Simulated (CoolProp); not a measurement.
Properties of fluorine along the isotherm 138.8 K.

Model: reference Helmholtz-energy equation of state, de Reuck 1990, in CoolProp.

| p (kPa) | phase | cp (kJ/(kg K)) | cv (kJ/(kg K)) | expansivity (1/kK) |
|---|---|---|---|---|
| 63.2 | gas | 0.7746 | 0.5515 | 7.307 |
| 130 | gas | 0.7817 | 0.5540 | 7.418 |
| 267 | gas | 0.7965 | 0.5590 | 7.654 |
| 548 | gas | 0.8286 | 0.5691 | 8.179 |
| 1120 | gas | 0.9033 | 0.5892 | 9.468 |
| 2310 | gas | 1.144 | 0.6337 | 13.93 |
| 4740 | liquid | 3.130 | 0.7540 | 28.18 |
| 9740 | liquid | 1.948 | 0.7106 | 11.55 |
| 20000 | liquid | 1.582 | 0.7070 | 6.776 |
